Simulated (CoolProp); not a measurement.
A single-stage vapour-compression cycle with CH2F2 (R32): evaporating at 280.15 K (dew point), condensing at 327.15 K (bubble point), superheat 0 K, subcooling 8 K, compressor efficiency 0.9, no pressure losses. Each further row changes one setting.

Computed with CoolProp (reference Helmholtz-energy equation of state, Tillner-Roth 1997).

```
case                              cooling COP  pressure ratio  discharge temperature (K)  refrigerating effect (kJ/kg)  volumetric capacity (kJ/m³)
--------------------------------  -----------  --------------  -------------------------  ----------------------------  ---------------------------
as stated                                4.17            3.40                      364.8                           229                         6300
evaporating temperature 285.15 K         4.84            2.93                      359.9                           229                         7360
condensing temperature 322.15 K          4.85      (withheld)                      356.1                           239                         6590
subcooling 13 K                    (withheld)            3.40                      364.8                           240                         6600
superheat 10 K                           4.10            3.40                      376.8                    (withheld)                         6210
compressor efficiency 0.8                3.70            3.40                      369.7                           229                         6300
```

Problem. Complete the blanks.

Solution. 
- condensing temperature 322.15 K, pressure ratio: 3.03
- subcooling 13 K, cooling COP: 4.37
- superheat 10 K, refrigerating effect (kJ/kg): 241
